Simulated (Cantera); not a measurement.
Feed: 1 mol CF₄, 5.1 mol H₂, at 0.0100 bar.

Cantera equilibrium calculation (NASA polynomials, part measured and part estimated; ideal gas, pure solids and liquids). Candidate condensed phases: C, C₆H₆, C₇H₈, C₈H₁₈; 95 gas species. Kinetics and transport are ignored.

What share of the C ends up in condensed phases as a function of T (K), at 1773, 1873, 1973, 2073, 2173, 2273, 2373, 2473, 2573?


| T (K) | C condensed (%) | as |
|---|---|---|
| 1773 | 99.9 | C(graphite) |
| 1873 | 99.8 | C(graphite) |
| 1973 | 99.6 | C(graphite) |
| 2073 | 99.3 | C(graphite) |
| 2173 | 98.7 | C(graphite) |
| 2273 | 97.8 | C(graphite) |
| 2373 | 96.5 | C(graphite) |
| 2473 | 94.7 | C(graphite) |
| 2573 | 92.3 | C(graphite) |
